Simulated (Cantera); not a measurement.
Input: 1 mol MgO, 1.4 mol Cl2, equilibrated at 0.218 Torr.

Equilibrium computed with Cantera from the NASA thermochemical tables; the gas is ideal and each condensed phase is pure. Candidate condensed phases: Mg, MgCl2, MgO; 11 gas species. Rates play no part.

Question: Which condensed phases are stable at each of these points (T (°C)): 500, 575, 650, 725, 800, 875, 950, 1025, 1100, 1175, 1250, 1325, 1400?

Answer: 
```tsv
T (°C)	condensed phases	Mg condensed (%)
500	MgCl2(s) + MgO(s)	100.0
575	MgO(s)	99.8
650	MgO(s)	99.0
725	MgO(s)	96.3
800	MgO(s)	88.9
875	MgO(s)	72.9
950	MgO(s)	48.6
1025	MgO(s)	26.3
1100	MgO(s)	15.0
1175	MgO(s)	12.3
1250	MgO(s)	13.5
1325	MgO(s)	16.2
1400	MgO(s)	19.3
```

At 500 °C the condensed part is MgCl2(s) + MgO(s). From 575 °C to 1400 °C the condensed part is MgO(s).
